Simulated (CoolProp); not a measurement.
Vapour-liquid equilibrium of cyclohexane (1) + n-dodecane (2) at 114.15 °C; x and y are mole fractions of (1).

The numbers come from the multi-fluid Helmholtz-energy mixture model, Zhou 2014 and Lemmon 2004; pair parameters Bell 2016 in CoolProp.

| x | bubble pressure, mixture model (MPa) | bubble pressure, Raoult's law (MPa) | y, mixture model | y, Raoult's law |
|---|---|---|---|---|
| 0.05 | 0.01340 | 0.01617 | 0.725 | 0.774 |
| 0.15 | 0.03357 | 0.04084 | 0.900 | 0.920 |
| 0.25 | 0.05526 | 0.06551 | 0.946 | 0.956 |
| 0.35 | 0.07843 | 0.09017 | 0.966 | 0.972 |
| 0.45 | 0.1030 | 0.1148 | 0.978 | 0.982 |
| 0.55 | 0.1287 | 0.1395 | 0.986 | 0.988 |
| 0.65 | 0.1552 | 0.1642 | 0.991 | 0.992 |
| 0.75 | 0.1823 | 0.1888 | 0.994 | 0.995 |
| 0.85 | 0.2097 | 0.2135 | 0.997 | 0.997 |
| 0.95 | 0.2370 | 0.2382 | 0.999 | 0.999 |

The largest gap from Raoult's law is -17.8 % in bubble pressure, at x = 0.15. No azeotrope shows between x = 0.05 and 0.95.

The pair parameters rest on a limited set of measurements; away from them the model extrapolates.
